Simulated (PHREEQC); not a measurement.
# Alkaline etch or developer: speciation

A solution holds 0.003 mol/kgw KOH, 0.00048 mol/kgw H3BO3 and 0.0037 mol/kgw K3PO4, at 72 °C. Closed to the air; pH follows from the charge balance.

All values are PHREEQC results (ion-association model, phreeqc.dat), not measurements.

Precipitation was switched off in this run.

Task: Predict the pH, ionic strength.

Result: pH 10.46; ionic strength 0.0181 mol/kgw.

Task: In which forms is B present?

Result: H2BO3- 98 %, H3BO3 2.4 % of the B.

Species that the database lacks are ignored. Constants without temperature data keep their 25 °C values here.
